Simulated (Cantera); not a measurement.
What does this Cantera script print?

```python
import numpy as np
import cantera as ct

gas_names = [...]  # 76 gases of nasa_gas.yaml made of C, H
cond_names = """
    C(gr) C6H6(L) C7H8(L) C8H18(L),n-octa
""".split()


# ... load() reads the species with a 1 bar reference pressure and builds the phases ...
atoms = {
    'toluene': {'C': 7, 'H': 8},
    'H2': {'H': 2},
}
top_T = {'C(gr)': 4500}  # K; cautious upper limits of use, not melting points


# ... equilibrate(T, P, feed) seeds the gas with the atoms and calls Mixture.equilibrate('TP', solver="vcs", rtol=1e-11, max_steps=5000) ...
results = []
feed = {'toluene': 1, 'H2': 47}  # mol
T = 2700  # K
for P in [10, 56, 320, 1800, 10000, 56000, 320000, 1800000, 10000000]:
    mix = equilibrate(T, P, feed)
    results.append((T, P, feed, dict(zip(mix.species_names, mix.species_moles))))

top = {s: max(r[3][s] / sum(r[3][g] for g in gas_names) for r in results) for s in gas_names}
cols = sorted((s for s in top if top[s] > 0.001), key=lambda s: -top[s])[:9]
seen = [c for c in cond_names if any(r[3].get(c, 0) > 1e-12 for r in results)]
print("log10 of partial pressures in bar; condensed amounts in mol")
print(f"{'P/Pa':>10s}" + "".join(f"{s[:9]:>10s}" for s in cols + seen))
for T, P, feed, n in results:
    ng = sum(n[g] for g in gas_names)
    print(f"{P:10.4g}" + "".join(f"{np.log10(max(n[s] / ng * P / 1e5, 1e-99)):10.3f}" for s in cols)
          + "".join(f"{n.get(c, 0):10.4g}" for c in seen))
```

Output:

```
log10 of partial pressures in bar; condensed amounts in mol
      P/Pa        H2         H C2H2,acet        C3         C       CH4        C2       C2H       CH3     C(gr)
        10    -5.562    -4.027    -7.679    -5.790    -5.919   -15.322    -6.564    -7.118   -12.552         0
        56    -4.155    -3.323    -5.782    -5.056    -5.674   -12.262    -6.074    -5.925   -10.197     1.025
       320    -2.924    -2.707    -4.551    -5.056    -5.674    -9.799    -6.074    -5.309    -8.349     4.736
      1800    -1.936    -2.214    -3.564    -5.056    -5.674    -7.825    -6.074    -4.815    -6.868     4.883
     1e+04    -1.088    -1.789    -2.715    -5.056    -5.674    -6.127    -6.074    -4.391    -5.595     4.748
   5.6e+04    -0.295    -1.393    -1.922    -5.056    -5.674    -4.542    -6.074    -3.994    -4.406     4.661
   3.2e+05     0.481    -1.005    -1.146    -5.056    -5.674    -2.990    -6.074    -3.607    -3.242       4.6
   1.8e+06     1.238    -0.626    -0.389    -5.056    -5.674    -1.476    -6.074    -3.228    -2.107     4.482
     1e+07     1.982    -0.255     0.354    -5.056    -5.674     0.011    -6.074    -2.856    -0.991     3.978
```

Method: chemical equilibrium by Gibbs-energy minimisation in Cantera with the NASA 1993 tables (ideal gas, pure condensed phases). The ideal-gas law is rough above about 30 bar.
